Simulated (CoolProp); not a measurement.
Vapour-liquid equilibrium of m-xylene (1) + o-xylene (2) at 352.8 K; x and y are mole fractions of (1).

The numbers come from the multi-fluid Helmholtz-energy mixture model, Zhou 2012 and Zhou 2012; pair parameters Bell 2016 in CoolProp.

```csv
x,"bubble pressure, mixture model (MPa)","bubble pressure, Raoult's law (MPa)","y, mixture model","y, Raoult's law"
0.05,0.01261,0.01263,0.058,0.059
0.15,0.01284,0.01287,0.173,0.174
0.25,0.01308,0.01311,0.284,0.284
0.35,0.01333,0.01335,0.392,0.391
0.45,0.01359,0.01359,0.496,0.494
0.55,0.01384,0.01383,0.595,0.593
0.65,0.01409,0.01407,0.690,0.689
0.75,0.01433,0.01431,0.782,0.781
0.85,0.01457,0.01455,0.870,0.871
0.95,0.01480,0.01479,0.957,0.958
```

The largest gap from Raoult's law is +0.1 % in bubble pressure, at x = 0.75. No azeotrope shows between x = 0.05 and 0.95.

The pair parameters rest on a limited set of measurements; away from them the model extrapolates.
